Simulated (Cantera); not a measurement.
Feed: 1 mol FeS2, 0.23 mol SO2, 0.095 mol CO2, held at 850 K and 340000 Pa.

These are equilibrium values from Cantera (NASA tables, ideal gas, pure condensed phases), not measurements of a reactor. Candidate condensed phases: C, Fe, Fe(CO)5, FeO, FeS, FeSO4, FeS2, Fe2O3, Fe2(SO4)3, Fe3O4, S; 25 gas species. Gases not in the tables: S3 to S7. The numbers say what is thermodynamically allowed, not how fast it happens.

Base state: SO2 0.705, CO2 0.292, S2 0.00216, S2O 0.000723, COS 3.34e-5, CO 1.33e-5 (mole fractions); condensed: FeS2(s) + Fe3O4(s).

**Question.** What changes in the equilibrium state with this change: temperature from 850 K to 1748 K?

**Answer.** 
```csv
species,before,after
S2,0.00216,0.572
SO2,0.705,0.279
CO2,0.292,0.0775
SO,6.65e-7,0.0115
CO,1.33e-5,0.0348
S2O,0.000723,0.0225
S,<1e-9,0.000198
CS2,<1e-9,1.45e-5
COS,3.34e-5,0.00218
"FeS2(s), mol",0.999,0
"Fe3O4(s), mol",0.000222,0
"FeS(l), mol",0,1.00
```
FeS: taken at fixed stoichiometry.
